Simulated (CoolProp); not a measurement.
Values from CoolProp's reference Helmholtz-energy equation of state, Lemmon 2016.

### Question
For R115, give the phase and the speed of sound (m/s) at -23.95 °C and 101 kPa; -13.25 °C and 101 kPa; 34.75 °C and 101 kPa.

### Answer
- -23.95 °C and 101 kPa: gas; speed of sound 118
- -13.25 °C and 101 kPa: gas; speed of sound 120
- 34.75 °C and 101 kPa: gas; speed of sound 132
